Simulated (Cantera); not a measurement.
Cantera run, input and output.

```python
import numpy as np
import cantera as ct

gas = ct.Solution("h2o2.yaml")
gas.TPX = 475, 13332, {'H2': 1, 'O2': 0.294, 'N2': 1.11}
flame = ct.FreeFlame(gas, width=0.16)
flame.set_refine_criteria(ratio=3, slope=0.08, curve=0.16)
flame.transport_model = "mixture-averaged"
flame.solve(loglevel=0, auto=True)
z, T = flame.grid, flame.T
thick = (T[-1] - T[0]) / np.gradient(T, z).max()
show = ['H2', 'O2', 'H2O2', 'OH', 'H', 'HO2']
print(f"laminar burning velocity  {flame.velocity[0] * 100:.3f} cm/s")
print(f"burnt temperature         {T[-1]:.1f} K")
print(f"thermal thickness         {thick * 1e3:.4f} mm")
print(f"grid points               {len(z)}")
z0 = z[flame.heat_release_rate.argmax()]
print(f"{'z/mm':>9s}{'T/K':>9s}{'u/(m/s)':>9s}" + "".join(f"{s:>11s}" for s in show))
rows = []
for k in (-3, -2, -1.5, -1, -0.5, -0.25, 0, 0.25, 0.5, 1, 2, 4, 8):
    zz = z0 + k * thick
    rows.append([k * thick, np.interp(zz, z, T), np.interp(zz, z, flame.velocity),
                 *(np.interp(zz, z, flame.X[gas.species_index(s)]) for s in show)])
    print(f"{rows[-1][0] * 1e3:9.3f}{rows[-1][1]:9.1f}{rows[-1][2]:9.3f}" + "".join(f"{x:11.3e}" for x in rows[-1][3:]))
```

It prints:

```
laminar burning velocity  471.872 cm/s
burnt temperature         2264.8 K
thermal thickness         5.7018 mm
grid points               144
     z/mm      T/K  u/(m/s)         H2         O2       H2O2         OH          H        HO2
  -17.105    475.0    4.719  4.160e-01  1.223e-01  1.550e-17  4.687e-21  1.613e-18 -7.541e-16
  -11.404    475.0    4.719  4.160e-01  1.223e-01  1.809e-16  2.562e-17  5.352e-14  2.387e-12
   -8.553    475.0    4.719  4.160e-01  1.223e-01  2.277e-14  3.193e-15  1.283e-11  2.257e-10
   -5.702    475.0    4.719  4.160e-01  1.223e-01  4.024e-11  1.437e-11  2.095e-08  1.046e-07
   -2.851    484.3    4.804  4.145e-01  1.222e-01  1.511e-06  3.891e-05  2.062e-04  7.170e-05
   -1.425    658.4    6.436  3.875e-01  1.174e-01  2.593e-06  3.743e-04  1.043e-02  3.857e-05
    0.000   1073.3   10.193  2.471e-01  7.078e-02  3.128e-07  2.029e-03  7.950e-02  1.255e-05
    1.425   1333.6   12.545  1.396e-01  1.054e-02  2.836e-07  4.156e-03  1.240e-01  1.800e-06
    2.851   1431.9   13.386  1.333e-01  3.943e-03  2.520e-07  4.976e-03  1.197e-01  6.147e-07
    5.702   1543.0   14.314  1.409e-01  3.090e-03  2.088e-07  6.038e-03  1.054e-01  4.253e-07
   11.404   1670.7   15.351  1.503e-01  2.492e-03  1.370e-07  6.994e-03  8.821e-02  3.067e-07
   22.807   1804.1   16.405  1.593e-01  1.807e-03  7.611e-08  7.477e-03  7.049e-02  2.083e-07
   45.614   1933.4   17.399  1.676e-01  1.160e-03  3.943e-08  7.248e-03  5.346e-02  1.353e-07
```

Detailed kinetics in Cantera: the H2/O2 subset of GRI-Mech 3.0, which has no nitrogen chemistry. Burning velocities carry a grid error of a few per cent, more on coarse grids.
